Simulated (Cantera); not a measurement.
## Thermodynamics of silicon epitaxy and polysilicon growth, feed Si2H6 + HCl + N2

Input: 1 mol Si2H6, 0.61 mol HCl, 17 mol N2, at 1475 K and 0.100 bar.

Method: chemical equilibrium by Gibbs-energy minimisation in Cantera with the NASA 1993 tables (ideal gas, pure condensed phases). Candidate condensed phases: NH4Cl, Si, Si3N4; 28 gas species. The feed counts by its element totals alone. N2 is the only nitrogen source here; it is nearly inert below about 1500 K, so the nitride shown seldom forms there in practice. Equilibrium is a limit: real reactors are often held back by kinetics, nucleation or transport.

* **x(N2)**: 0.813
* **x(H2)**: 0.156
* **x(HCl)**: 0.0314
* **x(SiCl2)**: 9.97e-5
* **x(H)**: 1.62e-5
* **x(SiCl3)**: 7.36e-6
* **x(Cl)**: 2.64e-6
* **x(SiCl4)**: 1.85e-6
* **n(Si3N4(s))**: 0.666 mol
* **gas amount**: 19.28 mol
* **log10 activity of Si(s) (absent)**: -2.30
